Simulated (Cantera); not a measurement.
Charge: 1 mol HI, 0.12 mol O₂, 0.14 mol H₂, held at 7.50 Torr.

Equilibrium computed with Cantera from the NASA thermochemical tables; the gas is ideal and each condensed phase is pure. Candidate condensed phases: H₂O, I₂; 12 gas species. Kinetics and transport are ignored. All values below are at 2227 °C.

Base state: I 0.565, H₂ 0.186, H₂O 0.115, H 0.108, OH 0.0139, O 0.00532, HI 0.00521, O₂ 0.00135 (mole fractions); condensed: gas only.

Q: What changes in the equilibrium state with this change: HI replaced by N₂O?

A: 
```json
[
 {"species": "N₂", "before": "0", "after": "0.545"},
 {"species": "O₂", "before": "0.00135", "after": "0.257"},
 {"species": "O", "before": "0.00532", "after": "0.0735"},
 {"species": "I", "before": "0.565", "after": "0"},
 {"species": "NO", "before": "0", "after": "0.0212"},
 {"species": "H₂", "before": "0.186", "after": "0.00546"},
 {"species": "H", "before": "0.108", "after": "0.0186"},
 {"species": "H₂O", "before": "0.115", "after": "0.0466"},
 {"species": "OH", "before": "0.0139", "after": "0.0328"},
 {"species": "HI", "before": "0.00521", "after": "0"},
 {"species": "I₂", "before": "1.40e-5", "after": "0"}
]
```
